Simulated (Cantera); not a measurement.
Input (Python, Cantera):

```python
import numpy as np
import cantera as ct

gas = ct.Solution("gri30.yaml")


def delay(T, t_max=10):
    gas.TPX = T, 2700000, {'CO': 1, 'H2': 0.066, 'O2': 0.573, 'N2': 2.15}
    reactor = ct.IdealGasConstPressureReactor(gas, clone=False)
    net = ct.ReactorNet([reactor])
    net.rtol, net.atol = 1e-8, 1e-16
    while net.time < t_max:
        t_old, T_old = net.time, reactor.T
        net.step()
        if reactor.T > T + 400:  # ignition: a rise of 400 K
            return t_old + (T + 400 - T_old) / (reactor.T - T_old) * (net.time - t_old)
    return np.nan


taus = []
for T in [1300, 1375, 1450, 1525, 1600]:
    taus.append(delay(T))
    print(f"T0 = {T:6g} K   tau = {taus[-1]:.4e} s")

# d ln(tau) / d ln(k), from doubling and halving each rate constant
T, sens = 1525, []
for i in range(gas.n_reactions):
    gas.set_multiplier(2.0, i)
    up = delay(T)
    gas.set_multiplier(0.5, i)
    down = delay(T)
    gas.set_multiplier(1.0, i)
    sens.append((np.log(up / down) / np.log(4.0), gas.reaction(i).equation))
sens.sort(key=lambda x: -abs(x[0]))
print(f"sensitivities at {T} K")
for s, eq in sens[:10]:
    print(f"{s:8.3f}  {eq}")
```

Output:

```
T0 =   1300 K   tau = 1.7646e-05 s
T0 =   1375 K   tau = 7.6092e-06 s
T0 =   1450 K   tau = 4.1750e-06 s
T0 =   1525 K   tau = 2.7675e-06 s
T0 =   1600 K   tau = 2.0688e-06 s
sensitivities at 1525 K
  -0.570  H + O2 <=> O + OH
  -0.431  CO + OH <=> CO2 + H
  -0.329  H2 + O <=> H + OH
   0.235  H + O2 + N2 <=> HO2 + N2
   0.159  H + O2 + M <=> HO2 + M
  -0.136  CO + HO2 <=> CO2 + OH
  -0.067  H + HO2 <=> 2 OH
   0.055  HO2 + OH <=> H2O + O2
  -0.051  CO + O2 <=> CO2 + O
   0.050  H + O2 + O2 <=> HO2 + O2
```

Model: GRI-Mech 3.0 (53 species, 325 reactions), integrated in Cantera. The hydrogen kinetics of GRI-Mech 3.0 are dated; newer H2 mechanisms differ, most at raised pressure. The pressure lies above the range GRI-Mech 3.0 was tuned for (to about 10 atm).
